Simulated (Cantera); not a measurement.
An adiabatic, constant-pressure homogeneous reactor starts with H2 : O2 : N2 = 1 : 0.312 : 1.17 (molar parts), at 1023 K and 5700 Torr. Integrator tolerance rtol = 1e-08.

Detailed kinetics in Cantera: the H2/O2 subset of GRI-Mech 3.0, which has no nitrogen chemistry. The hydrogen kinetics of GRI-Mech 3.0 are dated; newer H2 mechanisms differ, most at raised pressure.

### Question
What does this change do: H2 1 to 0.79 parts?

### Answer
```json
[
 {"quantity": "time of steepest temperature rise", "before": "4.62 ms", "after": "5.05 ms"},
 {"quantity": "temperature at 0.700 s", "before": "2740 K", "after": "2837 K"},
 {"quantity": "equilibrium temperature", "before": "2740 K", "after": "2837 K"},
 {"quantity": "x(H2) at 0.700 s", "before": "0.170 (gas-phase equilibrium 0.170)", "after": "0.0865 (gas-phase equilibrium 0.0865)"},
 {"quantity": "x(O2) at 0.700 s", "before": "0.000108 (gas-phase equilibrium 0.000108)", "after": "0.00102 (gas-phase equilibrium 0.00102)"},
 {"quantity": "x(HO2) at 0.700 s", "before": "2.41e-7 (gas-phase equilibrium 2.41e-7)", "after": "1.64e-6 (gas-phase equilibrium 1.64e-6)"},
 {"quantity": "x(O) at 0.700 s", "before": "0.000162 (gas-phase equilibrium 0.000162)", "after": "0.000729 (gas-phase equilibrium 0.000729)"},
 {"quantity": "x(H) at 0.700 s", "before": "0.00994 (gas-phase equilibrium 0.00994)", "after": "0.00999 (gas-phase equilibrium 0.00999)"},
 {"quantity": "x(H2O2) at 0.700 s", "before": "9.10e-8 (gas-phase equilibrium 9.10e-8)", "after": "3.54e-7 (gas-phase equilibrium 3.54e-7)"}
]
```

### Question
What does this change do: N2 1.17 to 1.7 parts?

### Answer
```
quantity                                                              before                                    after
---------------------------------  -----------------------------------------  ---------------------------------------
time of steepest temperature rise                                    4.62 ms                                  5.36 ms
temperature at 0.700 s                                                2740 K                                   2494 K
equilibrium temperature                                               2740 K                                   2494 K
x(H2) at 0.700 s                         0.170 (gas-phase equilibrium 0.170)      0.138 (gas-phase equilibrium 0.138)
x(O2) at 0.700 s                   0.000108 (gas-phase equilibrium 0.000108)  1.23e-5 (gas-phase equilibrium 1.23e-5)
x(HO2) at 0.700 s                    2.41e-7 (gas-phase equilibrium 2.41e-7)  2.37e-8 (gas-phase equilibrium 2.37e-8)
x(O) at 0.700 s                    0.000162 (gas-phase equilibrium 0.000162)  1.80e-5 (gas-phase equilibrium 1.80e-5)
x(H) at 0.700 s                      0.00994 (gas-phase equilibrium 0.00994)  0.00333 (gas-phase equilibrium 0.00333)
x(H2O2) at 0.700 s                   9.10e-8 (gas-phase equilibrium 9.10e-8)  1.55e-8 (gas-phase equilibrium 1.55e-8)
```
